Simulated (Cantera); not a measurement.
Input (Python, Cantera) and output of one run.

```python
import numpy as np
import cantera as ct

gas_names = """
    Cr CrO CrO2 CrO3 H HO2 H2 H2O H2O2 O OH O2 O3
""".split()
cond_names = """
    Cr(cr) Cr(L) Cr2O3(s) Cr2O3(L) H2O(s) H2O(L)
""".split()


# ... load() reads the species with a 1 bar reference pressure and builds the phases ...
atoms = {
    'Cr2O3': {'Cr': 2, 'O': 3},
    'H2': {'H': 2},
}
top_T = {}  # K; cautious upper limits of use, not melting points


# ... equilibrate(T, P, feed) seeds the gas with the atoms and calls Mixture.equilibrate('TP', solver="vcs", rtol=1e-11, max_steps=5000) ...
results = []
feed = {'Cr2O3': 1, 'H2': 14}  # mol
T = 1950  # K
for P in [10, 42, 180, 750, 3200, 13000, 56000, 240000, 1000000]:
    mix = equilibrate(T, P, feed)
    results.append((T, P, feed, dict(zip(mix.species_names, mix.species_moles))))
    x = sorted(zip(gas.X, gas.species_names), reverse=True)
    print(f"T = {T:g} K  P = {P:g} Pa  gas = {mix.phase_moles(0):.4g} mol")
    print("   x: " + "  ".join(f"{s} {v:.3e}" for v, s in x if v > 1e-06))
    print("   condensed (mol): " + ("  ".join(f"{mix.phase(i).name} {mix.phase_moles(i):.4g}"
          for i in range(1, mix.n_phases) if mix.phase_moles(i) > 1e-12) or "none"))
```

Result:

```
T = 1950 K  P = 10 Pa  gas = 16.5 mol
   x: H2 6.619e-01  H2O 1.393e-01  H 9.326e-02  Cr 9.048e-02  CrO 1.214e-02  OH 1.783e-03  CrO2 9.352e-04  O 1.861e-04  O2 1.699e-05
   condensed (mol): Cr2O3(s) 0.1459
T = 1950 K  P = 42 Pa  gas = 15.33 mol
   x: H2 8.002e-01  H2O 8.758e-02  Cr 5.745e-02  H 5.004e-02  CrO 4.009e-03  OH 4.973e-04  CrO2 1.606e-04  O 2.303e-05  O2 1.094e-06
   condensed (mol): Cr2O3(s) 0.5276
T = 1950 K  P = 180 Pa  gas = 14.71 mol
   x: H2 8.869e-01  H2O 5.191e-02  Cr 3.428e-02  H 2.545e-02  CrO 1.279e-03  OH 1.352e-04  CrO2 2.740e-05  O 2.874e-06
   condensed (mol): Cr2O3(s) 0.7382
T = 1950 K  P = 750 Pa  gas = 14.39 mol
   x: H2 9.364e-01  H2O 3.025e-02  Cr 2.006e-02  H 1.281e-02  CrO 4.132e-04  OH 3.758e-05  CrO2 4.885e-06
   condensed (mol): Cr2O3(s) 0.8527
T = 1950 K  P = 3200 Pa  gas = 14.21 mol
   x: H2 9.649e-01  H2O 1.722e-02  Cr 1.145e-02  H 6.295e-03  CrO 1.303e-04  OH 1.020e-05
   condensed (mol): Cr2O3(s) 0.9177
T = 1950 K  P = 13000 Pa  gas = 14.09 mol
   x: H2 9.798e-01  H2O 1.202e-02  Cr 4.945e-03  H 3.147e-03  CrO 3.869e-05  OH 3.507e-06
   condensed (mol): Cr(cr) 0.04313  Cr2O3(s) 0.9433
T = 1950 K  P = 56000 Pa  gas = 14.03 mol
   x: H2 9.852e-01  H2O 1.209e-02  H 1.520e-03  Cr 1.148e-03  CrO 8.981e-06  OH 1.694e-06
   condensed (mol): Cr(cr) 0.09692  Cr2O3(s) 0.9434
T = 1950 K  P = 240000 Pa  gas = 14.01 mol
   x: H2 9.869e-01  H2O 1.211e-02  H 7.351e-04  Cr 2.678e-04  CrO 2.095e-06
   condensed (mol): Cr(cr) 0.1093  Cr2O3(s) 0.9434
T = 1950 K  P = 1e+06 Pa  gas = 14 mol
   x: H2 9.875e-01  H2O 1.212e-02  H 3.602e-04  Cr 6.428e-05
   condensed (mol): Cr(cr) 0.1122  Cr2O3(s) 0.9434
```

Cantera equilibrium calculation (NASA polynomials, part measured and part estimated; ideal gas, pure solids and liquids). Mutual solubility and eutectic melting of coexisting phases are not modelled.
